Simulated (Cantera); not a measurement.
Charge: 1 mol Si₂H₆, 1.4 mol O₂, 19 mol N₂, held at 1225 K and 21.0 Torr.

Cantera equilibrium calculation (NASA polynomials, part measured and part estimated; ideal gas, pure solids and liquids). Candidate condensed phases: H₂O, Si, SiO₂, Si₂N₂O, Si₃N₄; 35 gas species. The feed counts by its element totals alone. N₂ is the only nitrogen source here; it is nearly inert below about 1500 K, so the nitride shown seldom forms there in practice. Mutual solubility and eutectic melting of coexisting phases are not modelled. The tables hold silica as quartz up to 1696 K and as liquid above; real silica turns to tridymite and cristobalite and melts near 1996 K. Kinetics and transport are ignored.

Base state: N₂ 0.861, H₂ 0.139, H₂O 1.50e-5 (mole fractions); condensed: SiO₂(β-quartz) + Si₂N₂O(s).

Question: What changes in the equilibrium state with this change: O₂ from 1.4 to 12 mol?

Answer: 
```json
[
 {"species": "N₂", "before": "0.861", "after": "0.623"},
 {"species": "O₂", "before": "<1e-9", "after": "0.279"},
 {"species": "H₂O", "before": "1.50e-5", "after": "0.0984"},
 {"species": "H₂", "before": "0.139", "after": "2.36e-8"},
 {"species": "NO", "before": "<1e-9", "after": "0.000241"},
 {"species": "OH", "before": "<1e-9", "after": "1.09e-5"},
 {"species": "SiO₂(β-quartz), mol", "before": "1.20", "after": "2.00"},
 {"species": "Si₂N₂O(s), mol", "before": "0.400", "after": "0"}
]
```
